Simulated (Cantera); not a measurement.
Cantera run:

```python
import numpy as np
import cantera as ct

gas_names = """
    Cu CuO Cu2 H HO2 H2 H2O H2O2 O OH O2 O3
""".split()
cond_names = """
    Cu(cr) Cu(L) CuO(s) CuO2H2(s) Cu2O(s) Cu2O(L) H2O(s) H2O(L)
""".split()


def load(file, names, dense=False):
    # The tables refer to 1 bar. Condensed volumes are neglected.
    table = {s.name: s for s in ct.Species.list_from_file(file)}
    out = []
    for n in names:
        d = dict(table[n].input_data)
        d["thermo"] = dict(d["thermo"], **{"reference-pressure": 1e5})
        if dense:
            d["equation-of-state"] = {"model": "constant-volume", "density": "1e6 g/cm^3"}
        out.append(ct.Species.from_dict(d))
    return out


gas = ct.Solution(thermo="ideal-gas", species=load("nasa_gas.yaml", gas_names))
cond = {s.name: ct.Solution(thermo="fixed-stoichiometry", species=[s], name=s.name)
        for s in load("nasa_condensed.yaml", cond_names, dense=True)}
atoms = {
    'CuO': {'Cu': 1, 'O': 1},
    'H2': {'H': 2},
    'H2O': {'H': 2, 'O': 1},
}
top_T = {'CuO(s)': 1390}  # K; cautious upper limits of use, not melting points


def equilibrate(T, P, feed):
    n = {}
    for name, mol in feed.items():
        for a, k in atoms[name].items():
            n[a] = n.get(a, 0.0) + k * mol
    gas.TPX = T, P, n
    mass = sum(n.values()) * gas.mean_molecular_weight
    gas.equilibrate("TP")
    valid = [c for c in cond.values() if c.min_temp <= T <= top_T.get(c.name, c.max_temp)]
    mix = ct.Mixture([(gas, mass / gas.mean_molecular_weight)] + [(c, 0.0) for c in valid])
    mix.T, mix.P = T, P
    mix.equilibrate("TP", solver="vcs", rtol=1e-11, max_steps=5000)
    return mix


results = []
feed = {'CuO': 1, 'H2': 0.58, 'H2O': 0.52}  # mol
P = 13332.2  # Pa
for T in [1698, 1723, 1748, 1773, 1798, 1823, 1848, 1873, 1898, 1923, 1948, 1973, 1998]:
    mix = equilibrate(T, P, feed)
    results.append((T, P, feed, dict(zip(mix.species_names, mix.species_moles))))

top = {s: max(r[3][s] / sum(r[3][g] for g in gas_names) for r in results) for s in gas_names}
cols = sorted((s for s in top if top[s] > 1e-05), key=lambda s: -top[s])[:7]
seen = [c for c in cond_names if any(r[3].get(c, 0) > 1e-12 for r in results)]
print("log10 of partial pressures in bar; condensed amounts in mol")
print(f"{'T/K':>10s}" + "".join(f"{s[:9]:>10s}" for s in cols + seen))
for T, P, feed, n in results:
    ng = sum(n[g] for g in gas_names)
    print(f"{T:10.4g}" + "".join(f"{np.log10(max(n[s] / ng * P / 1e5, 1e-99)):10.3f}" for s in cols)
          + "".join(f"{n.get(c, 0):10.4g}" for c in seen))
```

Output:

```
log10 of partial pressures in bar; condensed amounts in mol
       T/K       H2O        O2        Cu        OH        H2         O       CuO     Cu(L)   Cu2O(L)
      1698    -0.880    -2.946    -3.810    -3.952    -4.113    -5.832    -6.106    0.1962    0.4013
      1723    -0.881    -2.837    -3.671    -3.853    -4.057    -5.664    -5.926    0.2067    0.3958
      1748    -0.883    -2.731    -3.536    -3.757    -4.003    -5.500    -5.752    0.2197    0.3889
      1773    -0.885    -2.629    -3.404    -3.664    -3.950    -5.342    -5.583    0.2359    0.3804
      1798    -0.888    -2.530    -3.276    -3.574    -3.900    -5.188    -5.419    0.2559    0.3698
      1823    -0.891    -2.434    -3.152    -3.486    -3.851    -5.038    -5.259    0.2803    0.3568
      1848    -0.895    -2.341    -3.032    -3.402    -3.804    -4.893    -5.105    0.3102    0.3408
      1873    -0.900    -2.251    -2.915    -3.321    -3.760    -4.752    -4.954    0.3466    0.3213
      1898    -0.906    -2.163    -2.801    -3.242    -3.717    -4.614    -4.808    0.3909    0.2975
      1923    -0.914    -2.078    -2.690    -3.166    -3.678    -4.480    -4.666    0.4448    0.2683
      1948    -0.923    -1.995    -2.582    -3.093    -3.640    -4.350    -4.528    0.5104    0.2326
      1973    -0.934    -1.915    -2.476    -3.023    -3.606    -4.223    -4.393    0.5906    0.1887
      1998    -0.947    -1.837    -2.374    -2.956    -3.575    -4.100    -4.263    0.6889    0.1347
```

Cantera equilibrium calculation (NASA polynomials, part measured and part estimated; ideal gas, pure solids and liquids). Each liquid is taken as pure. Mutual solubility and eutectic melting of coexisting phases are not modelled.
